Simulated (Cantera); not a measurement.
## Premixed flame

A freely propagating, adiabatic, planar premixed flame of 8.29 % CH₄, 15.1 % O₂, 56.7 % N₂, 19.9 % H₂O, unburnt at 573 K and 1.01 bar; mixture-averaged transport, grid criteria slope 0.08 and curve 0.16, no radiation.

Cantera simulation using GRI-Mech 3.0 (53 species, 325 reactions); the numbers are that mechanism's predictions, not measurements. Burning velocities carry a grid error of a few per cent, more on coarse grids.

```
z (mm)  T (K)  u (m/s)     x CH₄      x O₂  x H₂O    x C₂H₆     x NO    x HCO
------  -----  -------  --------  --------  -----  --------  -------  -------
-1.91     573    0.515    0.0827     0.151  0.199   6.44e-8    <1e-8    <1e-8
-1.27     579    0.521    0.0821     0.150  0.199   1.42e-6    <1e-8    <1e-8
-0.954    592    0.535    0.0809     0.149  0.200   6.92e-6  2.60e-8    <1e-8
-0.636    674    0.612    0.0754     0.142  0.209   6.96e-5  1.99e-7    <1e-8
-0.318   1039    0.956    0.0516     0.110  0.246  0.000646  1.99e-6  2.02e-7
-0.159   1380     1.28    0.0278    0.0752  0.280  0.000862  4.44e-6  3.83e-6
0        1699     1.58   0.00584    0.0351  0.313   9.76e-5  8.37e-6  1.44e-5
0.159    1828     1.69  0.000289    0.0140  0.326   2.60e-7  1.34e-5  3.91e-6
0.318    1870     1.72   7.36e-6   0.00806  0.329     <1e-8  1.62e-5  1.86e-7
0.636    1915     1.76     <1e-8   0.00510  0.331     <1e-8  1.82e-5  2.52e-8
1.27     1962     1.80     <1e-8   0.00315  0.335     <1e-8  1.96e-5  1.45e-8
2.54     1999     1.83     <1e-8   0.00165  0.339     <1e-8  2.08e-5    <1e-8
5.09     2023     1.85     <1e-8  0.000715  0.342     <1e-8  2.19e-5    <1e-8
```
x: mole fraction of selected species; z is measured from the peak of heat release.

| Item | Value |
|---|---|
| laminar burning velocity | 51.3 cm/s |
| thermal thickness | 0.636 mm |
| peak x(C₂H₆) | 0.000918 |
| peak x(HCO) | 1.45e-5 |
| grid points | 137 |
